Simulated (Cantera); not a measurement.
Cantera run:

```python
import numpy as np
import cantera as ct

gas_names = """
    Ba BaF BaF2 F FO FO2 F2 F2O N NF NF2 NF3 NO NO2 NO3 N2 N2O O O2 O3
""".split()
cond_names = """
    Ba(cr) Ba(L) BaF2(a) BaF2(b,c) BaF2(L) BaO(s) BaO(L)
""".split()


# ... load() reads the species with a 1 bar reference pressure and builds the phases ...
atoms = {
    'BaF2': {'Ba': 1, 'F': 2},
    'O2': {'O': 2},
    'N2': {'N': 2},
}
top_T = {}  # K; cautious upper limits of use, not melting points


# ... equilibrate(T, P, feed) seeds the gas with the atoms and calls Mixture.equilibrate('TP', solver="vcs", rtol=1e-11, max_steps=5000) ...
results = []
feed = {'BaF2': 1, 'O2': 0.74, 'N2': 57}  # mol
P = 13332.2  # Pa
for T in [1675, 1725, 1775, 1825, 1875, 1925, 1975, 2025, 2075, 2125]:
    mix = equilibrate(T, P, feed)
    results.append((T, P, feed, dict(zip(mix.species_names, mix.species_moles))))

top = {s: max(r[3][s] / sum(r[3][g] for g in gas_names) for r in results) for s in gas_names}
cols = sorted((s for s in top if top[s] > 1e-06), key=lambda s: -top[s])[:7]
seen = [c for c in cond_names if any(r[3].get(c, 0) > 1e-12 for r in results)]
print("log10 of partial pressures in bar; condensed amounts in mol")
print(f"{'T/K':>10s}" + "".join(f"{s[:9]:>10s}" for s in cols + seen))
for T, P, feed, n in results:
    ng = sum(n[g] for g in gas_names)
    print(f"{T:10.4g}" + "".join(f"{np.log10(max(n[s] / ng * P / 1e5, 1e-99)):10.3f}" for s in cols)
          + "".join(f"{n.get(c, 0):10.4g}" for c in seen))
```

Output:

```
log10 of partial pressures in bar; condensed amounts in mol
       T/K        N2      BaF2        O2        NO         O         F       BaF   BaF2(L)
      1675    -0.883    -3.252    -2.782    -4.021    -5.857    -7.616    -7.616    0.7567
      1725    -0.884    -2.962    -2.786    -3.941    -5.629    -7.217    -7.217    0.5239
      1775    -0.888    -2.691    -2.792    -3.868    -5.415    -6.841    -6.841    0.1035
      1825    -0.888    -2.644    -2.797    -3.797    -5.212    -6.591    -6.591         0
      1875    -0.888    -2.644    -2.801    -3.729    -5.019    -6.376    -6.376         0
      1925    -0.889    -2.644    -2.806    -3.665    -4.837    -6.172    -6.172         0
      1975    -0.889    -2.644    -2.811    -3.605    -4.665    -5.979    -5.979         0
      2025    -0.889    -2.644    -2.818    -3.549    -4.501    -5.795    -5.795         0
      2075    -0.889    -2.645    -2.825    -3.496    -4.346    -5.620    -5.620         0
      2125    -0.889    -2.645    -2.833    -3.446    -4.199    -5.453    -5.453         0
```

Method: chemical equilibrium by Gibbs-energy minimisation in Cantera with the NASA 1993 tables (ideal gas, pure condensed phases).
